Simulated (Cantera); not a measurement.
A perfectly stirred reactor is fed with 36.8 % H2, 36.8 % O2, 26.5 % N2, at 0.132 atm; it is held at 1400 K, and followed from long to short residence time.

Cantera simulation using GRI-Mech 3.0 (53 species, 325 reactions); the numbers are that mechanism's predictions, not measurements. The temperature is held fixed by assumption; the heat of reaction is taken as removed at once.

### Question
Predict: x(H2) at τ = 6.50 s; x(O2) at τ = 6.50 s; x(OH) at τ = 6.50 s; x(H2O2) at τ = 6.50 s; x(NO) at τ = 6.50 s; x(H2) at τ = 0.130 s; x(O2) at τ = 0.130 s; x(OH) at τ = 0.130 s; x(H2O2) at τ = 0.130 s; x(NO) at τ = 0.130 s.

### Answer
| Item | Result |
|---|---|
| x(H2) at τ = 6.50 s | 7.93e-5 |
| x(O2) at τ = 6.50 s | 0.225 |
| x(OH) at τ = 6.50 s | 0.000724 |
| x(H2O2) at τ = 6.50 s | 1.65e-7 |
| x(NO) at τ = 6.50 s | 9.16e-7 |
| x(H2) at τ = 0.130 s | 0.00108 |
| x(O2) at τ = 0.130 s | 0.224 |
| x(OH) at τ = 0.130 s | 0.00272 |
| x(H2O2) at τ = 0.130 s | 8.48e-7 |
| x(NO) at τ = 0.130 s | 5.24e-7 |
